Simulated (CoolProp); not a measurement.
Values from CoolProp's reference Helmholtz-energy equation of state, Thol 2014.

Question: For diethyl ether, give the phase and the cv (kJ/(kg K)), speed of sound (m/s), isothermal compressibility (1/MPa), expansivity (1/kK) at 88.15 °C and 13.6 bar.

Answer: 
- 88.15 °C and 13.6 bar: liquid; cv 1.92, speed of sound 689, isothermal compressibility 0.00451, expansivity 2.29
